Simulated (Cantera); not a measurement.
A closed system holds: 1 mol CF4, 0.18 mol HCl, equilibrated at 377 °C and 38.0 Pa.

These are equilibrium values from Cantera (NASA tables, ideal gas, pure condensed phases), not measurements of a reactor. Candidate condensed phases: C, C6H6, C7H8, C8H18; 118 gas species. Condensed phases not in the tables: fluorocarbon polymer. Gases not in the tables: C2F6 and larger saturated fluorocarbons. Kinetics and transport are ignored.

Problem. What is the equilibrium state?

Solution. 
- x(CF4): 0.832
- x(HCl): 0.123
- x(HF): 0.0284
- x(Cl2): 0.0123
- x(CClF3): 0.00373
- x(CCl2F2): 4.27e-5
- n(C(graphite)): 0.00729 mol
- gas amount: 1.187 mol
